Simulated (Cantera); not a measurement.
Feed: 1 mol CH3F, 0.99 mol H2, held at 0.0100 bar.

Method: chemical equilibrium by Gibbs-energy minimisation in Cantera with the NASA 1993 tables (ideal gas, pure condensed phases). Candidate condensed phases: C, C6H6, C7H8, C8H18; 95 gas species. Kinetics and transport are ignored.

x: gas mole fraction; n: condensed amount in mol.

```
T (K)       x H    x H2   x HF      x C3       x F      x C  n C(graphite)
-----  --------  ------  -----  --------  --------  -------  -------------
798    2.16e-11   0.658  0.336    <1e-12    <1e-12   <1e-12          0.982
998     1.75e-8   0.665  0.335    <1e-12    <1e-12   <1e-12          0.999
1198    1.55e-6   0.665  0.334    <1e-12  1.40e-12   <1e-12          1.000
1398    3.86e-5   0.665  0.334    <1e-12  2.42e-10   <1e-12          1.000
1598   0.000434   0.665  0.334    <1e-12   1.16e-8   <1e-12          1.000
1798          ?   0.663  0.334         ?         ?        ?          0.999
1998     0.0130   0.654  0.332   2.64e-9   2.69e-6  2.92e-9          0.997
2198     0.0441   0.627  0.327   2.32e-7   1.97e-5  1.47e-7          0.990
2398      0.118   0.563  0.315   9.48e-6  0.000105  3.86e-6          0.975
2598      0.254   0.446  0.291  0.000215  0.000443  6.08e-5          0.945
2798          ?       ?      ?         ?         ?        ?              ?
2998      0.585   0.139  0.215    0.0305   0.00558  0.00497          0.380
3198      0.668  0.0571  0.175    0.0464    0.0177   0.0175              0
```

Complete the blanks.


- 2798, x H: 0.436
- 2798, x H2: 0.288
- 2798, x HF: 0.258
- 2798, x C3: 0.00308
- 2798, x F: 0.00163
- 2798, x C: 0.000645
- 2798, n C(graphite): 0.868
- 1798, x H: 0.00287
- 1798, x C3: 1.08e-11
- 1798, x F: 2.38e-7
- 1798, x C: 2.40e-11
